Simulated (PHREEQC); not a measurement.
# Spent oxide etchant

Make-up at 25 °C: 0.068 mol NH4HF2, 0.00013 mol (NH4)2SiF6, 0.012 mol H3BO3 and 0.016 mol H2SO4 per kg of water. Closed to the air; pH follows from the charge balance.

All values are PHREEQC results (ion-association model, phreeqc.dat), not measurements.

No solid was allowed to form.

Problem. Predict the pH, density, ionic strength.

Solution. pH 2.67; density 1.000 g/cm³; ionic strength 0.0785 mol/kgw.

Problem. In which forms is S present?

Solution. SO4-2 70 %, NH4SO4- 23 %, HSO4- 7.3 % of the S.

Species that the database lacks are ignored. SiF6-2 is the database's only silicon fluoride. Real BF4- forms and hydrolyses slowly; the run takes it at equilibrium.
